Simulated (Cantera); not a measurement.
What does this Cantera script print?

```python
import numpy as np
import cantera as ct

gas_names = """
    TiOCL2 TiCL4 CL2 O O3 TiO TiCL3
""".split()
cond_names = """
    TiCL3(s) Ti4O7(s) Ti4O7(L) TiO2(ru) TiO2(L) TiCL4(L)
""".split()


# ... load() reads the species with a 1 bar reference pressure and builds the phases ...
species = {s.name: s for s in load("nasa_gas.yaml", gas_names) + load("nasa_condensed.yaml", cond_names)}
# Each term lists the table entries of one substance; the one whose range holds T is used.
reactions = {
    '2 TiCl3 + 7 TiOCl2(g) = 5 TiCl4(g) + Ti4O7':
        [(-2, ['TiCL3(s)']), (-7, ['TiOCL2']), (5, ['TiCL4']), (1, ['Ti4O7(s)', 'Ti4O7(L)'])],
    'TiO2 + 2 Cl2(g) = TiCl4(g) + 2 O(g)':
        [(-1, ['TiO2(ru)', 'TiO2(L)']), (-2, ['CL2']), (1, ['TiCL4']), (2, ['O'])],
    '3 Cl2(g) + 3 TiOCl2(g) = O3(g) + 3 TiCl4':
        [(-3, ['CL2']), (-3, ['TiOCL2']), (1, ['O3']), (3, ['TiCL4(L)'])],
    '2 TiCl4 + TiO(g) = 2 TiCl3(g) + TiOCl2(g)':
        [(-2, ['TiCL4(L)']), (-1, ['TiO']), (2, ['TiCL3']), (1, ['TiOCL2'])],
}


def pick(names, T):
    return next(species[n] for n in names if species[n].thermo.min_temp <= T <= species[n].thermo.max_temp)


results = []
for label, terms in reactions.items():
    print(label)
    print("     T/K   dH/kJ  dS/(J/K)   dG/kJ   log10 K")
    for T in [300, 350, 375, 400, 425, 450, 475, 500, 525, 550]:
        used = [(nu, pick(names, T)) for nu, names in terms]
        dH = sum(nu * s.thermo.h(T) for nu, s in used) / 1e6
        dS = sum(nu * s.thermo.s(T) for nu, s in used) / 1e3
        dG = dH - T * dS / 1e3
        logK = -dG * 1e6 / (ct.gas_constant * T * np.log(10))
        results.append((label, T, dH, dS, dG, logK, [s.name for _, s in used]))
        print(f"{T:8g} {dH:8.1f} {dS:8.1f} {dG:8.1f} {logK:8.2f}")
```

Result:

```
2 TiCl3 + 7 TiOCl2(g) = 5 TiCl4(g) + Ti4O7
     T/K   dH/kJ  dS/(J/K)   dG/kJ   log10 K
     300  -1958.0   -553.3  -1792.0   312.02
     350  -1958.2   -553.9  -1764.4   263.31
     375  -1958.1   -553.5  -1750.5   243.83
     400  -1957.8   -552.7  -1736.7   226.78
     425  -1957.4   -551.8  -1722.9   211.75
     450  -1956.9   -550.6  -1709.1   198.38
     475  -1956.3   -549.4  -1695.3   186.43
     500  -1955.7   -548.1  -1681.6   175.67
     525  -1954.9   -546.7  -1667.9   165.95
     550  -1954.2   -545.3  -1654.3   157.11
TiO2 + 2 Cl2(g) = TiCl4(g) + 2 O(g)
     T/K   dH/kJ  dS/(J/K)   dG/kJ   log10 K
     300    680.0    180.7    625.8  -108.95
     350    680.7    182.9    616.7   -92.03
     375    681.0    183.7    612.1   -85.26
     400    681.3    184.4    607.5   -79.33
     425    681.5    185.0    602.9   -74.10
     450    681.7    185.4    598.2   -69.44
     475    681.9    185.8    593.6   -65.28
     500    682.0    186.2    589.0   -61.53
     525    682.2    186.4    584.3   -58.13
     550    682.3    186.7    579.6   -55.05
3 Cl2(g) + 3 TiOCl2(g) = O3(g) + 3 TiCl4
     T/K   dH/kJ  dS/(J/K)   dG/kJ   log10 K
     300   -633.8   -635.1   -443.3    77.18
     350   -626.0   -611.2   -412.1    61.50
     375   -622.3   -600.8   -397.0    55.29
     400   -618.5   -591.1   -382.1    49.89
     425   -614.8   -582.1   -367.4    45.15
     450   -611.1   -573.7   -353.0    40.97
     475   -607.4   -565.7   -338.7    37.25
     500   -603.8   -558.2   -324.7    33.92
     525   -600.1   -551.0   -310.8    30.92
     550   -596.4   -544.2   -297.1    28.22
2 TiCl4 + TiO(g) = 2 TiCl3(g) + TiOCl2(g)
     T/K   dH/kJ  dS/(J/K)   dG/kJ   log10 K
     300    -70.4    215.8   -135.2    23.54
     350    -75.5    200.1   -145.6    21.72
     375    -78.0    193.4   -150.5    20.96
     400    -80.3    187.3   -155.2    20.27
     425    -82.6    181.7   -159.9    19.65
     450    -84.9    176.5   -164.3    19.07
     475    -87.1    171.7   -168.7    18.55
     500    -89.4    167.1   -172.9    18.06
     525    -91.5    162.9   -177.0    17.61
     550    -93.7    158.8   -181.1    17.20
```

Cantera with NASA thermochemical tables; ideal gases at 1 bar, condensed phases pure. Condensed species are held in their standard states even where they would react or evaporate.
